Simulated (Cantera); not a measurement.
Mixture: CH4 : O2 : N2 = 1 : 2 : 7.52 (molar parts), at 323 Torr, adiabatic and at constant volume. Ignition delay is the time to a rise of 400 K.

Detailed kinetics in Cantera: GRI-Mech 3.0 (53 species, 325 reactions).

Predict: delay at 1300 K; delay at 1350 K; delay at 1400 K; delay at 1450 K; delay at 1500 K; delay at 1550 K; apparent activation energy between 1450 and 1550 K.


| Property | Result |
|---|---|
| delay at 1300 K | 21.2 ms |
| delay at 1350 K | 11.2 ms |
| delay at 1400 K | 6.13 ms |
| delay at 1450 K | 3.54 ms |
| delay at 1500 K | 2.14 ms |
| delay at 1550 K | 1.36 ms |
| apparent activation energy between 1450 and 1550 K | 180 kJ/mol |
